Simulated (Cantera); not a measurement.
# LiOH + H2 (calcination and drying)

A closed system holds: 1 mol LiOH, 0.12 mol H2, held at 1000 Pa.

Method: chemical equilibrium by Gibbs-energy minimisation in Cantera with the NASA 1993 tables (ideal gas, pure condensed phases). Candidate condensed phases: H2O, Li, LiH, LiOH, Li2O; 17 gas species. The numbers say what is thermodynamically allowed, not how fast it happens.

From 1650 K to 1725 K the condensed part is Li2O(s). From 1750 K to 1900 K nothing is condensed. The main Li-bearing gas is LiOH throughout.

```
T (K)  x LiOH  x H2O    x Li    x H2   x Li2O       x H  x Li2(OH)2  n Li2O(s)
-----  ------  -----  ------  ------  -------  --------  ----------  ---------
1650    0.578  0.273  0.0236   0.120  0.00382  0.000315    0.000696      0.223
1675    0.629  0.222  0.0349   0.107  0.00589  0.000380    0.000632      0.174
1700    0.672  0.176  0.0505  0.0914  0.00895  0.000445    0.000556      0.119
1725    0.706  0.136  0.0710  0.0730   0.0134  0.000502    0.000477     0.0563
1750    0.723  0.110  0.0911  0.0564   0.0184  0.000552    0.000392          0
1775    0.716  0.114  0.0964  0.0534   0.0181  0.000669    0.000303          0
1800    0.709  0.119   0.102  0.0504   0.0178  0.000804    0.000236          0
1825    0.702  0.124   0.107  0.0475   0.0175  0.000960    0.000185          0
1850    0.695  0.129   0.112  0.0446   0.0173   0.00114    0.000146          0
1875    0.688  0.134   0.117  0.0418   0.0170   0.00134    0.000116          0
1900    0.682  0.138   0.122  0.0390   0.0168   0.00157     9.21e-5          0
```
x: gas mole fraction; n: condensed amount in mol.
